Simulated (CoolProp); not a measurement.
Vapour-liquid equilibrium of R125 (1) + propane (2) at 314.6 K; x and y are mole fractions of (1).

Model: multi-fluid Helmholtz-energy mixture model, Lemmon 2005 and Lemmon 2009; pair parameters Bell 2016, in CoolProp.

**Question.** Give the bubble pressure and the first vapour's composition at x = 0.2, 0.35, 0.5. Is there an azeotrope?

**Answer.** x = 0.2: 2.009 MPa, y = 0.343; x = 0.35: 2.231 MPa, y = 0.460; x = 0.5: 2.355 MPa, y = 0.554. y crosses x between x = 0.65 and 0.8: the model has an azeotrope there.

Pair parameters are fitted to limited data, so mixtures are less certain than the pure fluids.
